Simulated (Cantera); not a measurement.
Charge: 1 mol Si₃N₄, 0.12 mol H₂O, 31 mol H₂, held at 3.00 mbar.

Method: chemical equilibrium by Gibbs-energy minimisation in Cantera with the NASA 1993 tables (ideal gas, pure condensed phases). Candidate condensed phases: H₂O, Si, SiO₂, Si₂N₂O, Si₃N₄; 35 gas species. Mutual solubility and eutectic melting of coexisting phases are not modelled. Rates play no part.

At 1525 K, list the 4 most abundant gas species with their mole fractions, and the condensed phases.

H₂ 0.973, N₂ 0.0256, SiO 0.000524, H 0.000426. Condensed: Si(s) + Si₂N₂O(s) + Si₃N₄(s).
